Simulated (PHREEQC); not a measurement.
Consider water at 25 °C with 0.12 mol/kgw HNO3, 0.1 mol/kgw AlCl3 and 0.0048 mol/kgw MgCl2. Closed to the air; pH follows from the charge balance.

Computed with PHREEQC (ion-association model, wateq4f.dat).

The ionic strength comes out as 0.734 mol/kgw. What activity coefficients do Al+3, H+, AlOH+2, Mg+2, Cl- get?

Al+3 0.077, H+ 0.75, AlOH+2 0.20, Mg+2 0.29, Cl- 0.62.

No solid was allowed to form. Ionic strength above about 0.7 mol/kgw puts this run outside the model's range.
